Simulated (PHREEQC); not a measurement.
Dissolve 0.0032 mol ZnSO4, 0.25 mol CaCl2 and 0.0073 mol NaCl per kg of water at 25 °C. Closed to the air; pH follows from the charge balance.

Model: ion-association model, phreeqc.dat, run in PHREEQC.

No solid was allowed to form.

**Question.** Order these S species by the share of S that they hold, largest first: ZnSO4, NaSO4-, SO4-2, CaSO4.

**Answer.** CaSO4 (61 %), SO4-2 (38 %), ZnSO4 (0.57 %), NaSO4- (0.26 %)

**Question.** Order these Zn species by the share of Zn that they hold, largest first: ZnCl2, ZnCl4-2, Zn+2, ZnCl3-, ZnCl+.

**Answer.** Zn+2 (74 %), ZnCl+ (19 %), ZnCl2 (3.2 %), ZnCl3- (2.2 %), ZnCl4-2 (1.2 %)

The pH is 5.75 and the ionic strength 0.760 mol/kgw. Caution: at this ionic strength the ion-association model is outside its range; a Pitzer model would be the better tool where its parameters exist.
